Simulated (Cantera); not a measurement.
Charge: 1 mol SiCl4, 0.98 mol O2, 1.7 mol N2, at 0.0920 bar.

Equilibrium computed with Cantera from the NASA thermochemical tables; the gas is ideal and each condensed phase is pure. Candidate condensed phases: Si, SiO2, Si2N2O, Si3N4; 23 gas species. The tables' values for SiCl3 are old estimates; treat these amounts as uncertain. The tables hold silica as quartz up to 1696 K and as liquid above; real silica turns to tridymite and cristobalite and melts near 1996 K. Kinetics and transport are ignored.

x: gas mole fraction; n: condensed amount in mol.

```
T (°C)       x Cl2   x N2        x Cl  x SiCl4        x O2  n SiO2(α-quartz)  n SiO2(β-quartz)  n SiO2(condensed)
------  ----------  -----  ----------  -------  ----------  ----------------  ----------------  -----------------
475          0.533  0.462     6.19e-6  0.00543      <1e-12             0.980                 0                  0
575          0.533  0.462     6.45e-5  0.00543    1.00e-11                 0             0.980                  0
675          0.532  0.462    0.000412  0.00543    3.98e-10                 0             0.980                  0
775          0.531  0.462  (withheld)  0.00543  (withheld)                 0             0.980                  0
875          0.528  0.460     0.00642  0.00542     8.95e-8                 0             0.980                  0
975          0.519  0.458      0.0182  0.00539     6.80e-7                 0             0.980                  0
1075         0.499  0.452      0.0437  0.00532     3.67e-6                 0             0.980                  0
1175         0.463  0.441      0.0912  0.00521     1.45e-5                 0             0.980                  0
1275         0.404  0.423       0.167  0.00503     4.23e-5                 0             0.980                  0
1375    (withheld)  0.399  (withheld)  0.00481  (withheld)                 0             0.980                  0
1475         0.233  0.372       0.391  0.00453    0.000133                 0                 0              0.979
```

Q: What belongs in the gaps?

A: 
- 1375, x Cl2: 0.324
- 1375, x Cl: 0.272
- 1375, x O2: 8.97e-5
- 775, x Cl: 0.00185
- 775, x O2: 7.78e-9
